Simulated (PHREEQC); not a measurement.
0.05 mol of Gypsum (CaSO4:2H2O) is brought to equilibrium with 1 kg of water holding 0.1 mol NaCl, at 25 °C, the pH being set by adding NaOH or HCl. Oxygen alone is held at its pressure in air (log pO2 = -0.68). The system is closed to CO2. The run lets Gypsum, Portlandite, Mirabilite precipitate or redissolve, and no other solid.

Base run: PHREEQC, ion-association model, wateq4f.dat. Each further column changes one thing. The table gives dissolved Ca (mol/kgw).

```
pH        base  temperature from 25 to 30 °C
-----  -------  ----------------------------
4       0.0220                        0.0223
4.56    0.0220                        0.0223
5.69    0.0220                        0.0223
6.25    0.0220                        0.0223
7.38    0.0220                        0.0223
7.94    0.0220                        0.0223
9.06    0.0220                        0.0223
9.62    0.0220                        0.0223
10.75   0.0220                             …
11.31   0.0222                             …
12.44   0.0255                             …
13     0.00477                             …
```

**Question.** Some entries are withheld; supply them.

**Answer.** 
- 10.75, temperature from 25 to 30 °C: 0.0224
- 11.31, temperature from 25 to 30 °C: 0.0226
- 12.44, temperature from 25 to 30 °C: 0.0194
- 13, temperature from 25 to 30 °C: 0.00204
